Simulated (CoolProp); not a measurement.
Vapour-liquid equilibrium of n-heptane (1) + toluene (2) at 358.2 K; x and y are mole fractions of (1).

Values from CoolProp's multi-fluid Helmholtz-energy mixture model, Span 2003 and Lemmon 2006; pair parameters Bell 2016.

```tsv
x	bubble pressure (MPa)	y at the bubble point	dew pressure at overall composition x (MPa)	liquid density (mol/L)
0.05	0.04856	0.095	0.04739	8.571
0.2	(withheld)	(withheld)	0.05136	(withheld)
0.35	0.05831	0.456	(withheld)	(withheld)
0.5	0.06138	0.584	0.05942	7.308
0.65	0.06376	0.705	(withheld)	(withheld)
0.8	0.06559	0.827	0.06524	6.641
0.95	0.06695	0.955	0.06690	6.347
```

**Question.** Fill in the missing entries.

**Answer.** 
- 0.2, bubble pressure (MPa): 0.05423
- 0.2, y at the bubble point: 0.304
- 0.2, liquid density (mol/L): 8.109
- 0.35, dew pressure at overall composition x (MPa): 0.05548
- 0.35, liquid density (mol/L): 7.690
- 0.65, dew pressure at overall composition x (MPa): 0.06275
- 0.65, liquid density (mol/L): 6.960

No azeotrope shows between x = 0.05 and 0.95.

Pair parameters are fitted to limited data, so mixtures are less certain than the pure fluids.
